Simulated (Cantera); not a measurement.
Charge: 1 mol Si, 3.1 mol HBr, 2.7 mol H2, at 377 °C and 12.0 Pa.

Equilibrium computed with Cantera from the NASA thermochemical tables; the gas is ideal and each condensed phase is pure. Candidate condensed phases: Br2, Si; 19 gas species. Equilibrium is a limit: real reactors are often held back by kinetics, nucleation or transport.

Base state: H2 0.843, SiBr4 0.152, HBr 0.00328, SiHBr3 0.00165 (mole fractions); condensed: Si(s).

**Question.** What changes in the equilibrium state with this change: pressure from 12.0 Pa to 0.133 bar?

**Answer.** 
```json
[
 {"species": "H2", "before": "0.843", "after": "0.843"},
 {"species": "SiBr4", "before": "0.152", "after": "0.147"},
 {"species": "SiHBr3", "before": "0.00165", "after": "0.00930"},
 {"species": "HBr", "before": "0.00328", "after": "0.000563"},
 {"species": "SiH2Br2", "before": "8.26e-6", "after": "0.000271"},
 {"species": "Si(s), mol", "before": "0.227", "after": "0.213"}
]
```

**Question.** What changes in the equilibrium state with this change: pressure from 12.0 Pa to 10.0 mbar?

**Answer.** 
```
species      before    after
----------  -------  -------
H2            0.843    0.844
SiBr4         0.152    0.150
SiHBr3      0.00165  0.00494
HBr         0.00328  0.00108
SiH2Br2     8.26e-6  7.51e-5
Si(s), mol    0.227    0.220
```
